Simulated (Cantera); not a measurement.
Charge: 1 mol Pb, 0.92 mol CO, 35 mol H2, held at 950 °C and 1 atm.

Method: chemical equilibrium by Gibbs-energy minimisation in Cantera with the NASA 1993 tables (ideal gas, pure condensed phases). Candidate condensed phases: C, C6H6, C7H8, C8H18, H2O, Pb, PbO, PbO2, Pb3O4; 113 gas species. The numbers say what is thermodynamically allowed, not how fast it happens.

Problem. What is the equilibrium state?

Solution. 
| Item | Result |
|---|---|
| x(H2) | 0.971 |
| x(CO) | 0.0232 |
| x(CH4) | 0.00244 |
| x(H2O) | 0.00240 |
| x(Pb) | 0.000896 |
| x(CO2) | 3.93e-5 |
| n(Pb(l)) | 0.968 mol |
| gas amount | 35.78 mol |
| log10 activity of C(graphite) (absent) | -0.72 |
